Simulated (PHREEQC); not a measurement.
Consider water at 25 °C with 2.8 mmol/kgw NaOH and 0.63 mmol/kgw NaAlO2. Closed to the air; pH follows from the charge balance.

Model: ion-association model, phreeqc.dat, run in PHREEQC.

Precipitation was switched off in this run.

Task: Predict the pH, ionic strength.

Result: pH 11.41; ionic strength 0.00343 mol/kgw.
